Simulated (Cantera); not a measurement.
Feed: 1 mol SiH4, 3.8 mol NH3, at 1725 K and 1330 Pa.

Cantera equilibrium calculation (NASA polynomials, part measured and part estimated; ideal gas, pure solids and liquids). Candidate condensed phases: Si, Si3N4; 18 gas species. Mutual solubility and eutectic melting of coexisting phases are not modelled. Gases not in the tables: Si2H6 and higher silanes. Rates play no part.

Q: What is the equilibrium state?

A: 
- x(H2): 0.815
- x(N2): 0.184
- x(H): 0.00145
- x(Si): 7.61e-5
- x(SiH2): 1.40e-5
- x(SiH): 1.13e-5
- x(Si2N): 3.69e-6
- x(SiN): 2.10e-6
- n(Si(l)): 0.754 mol
- n(Si3N4(s)): 0.0817 mol
- gas amount: 9.444 mol
